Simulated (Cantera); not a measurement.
Feed: 1 mol SiC, 0.1 mol H₂, held at 7.00 Pa.

These are equilibrium values from Cantera (NASA tables, ideal gas, pure condensed phases), not measurements of a reactor. Candidate condensed phases: C, C₆H₆, C₇H₈, C₈H₁₈, Si, SiC; 87 gas species. Rates play no part.

Problem. At 2873 K, list the 5 most abundant gas species with their mole fractions, and the condensed phases.

Solution. Si 0.560, H 0.128, C₃ 0.111, C 0.0960, SiC₂ 0.0802. Condensed: gas only.
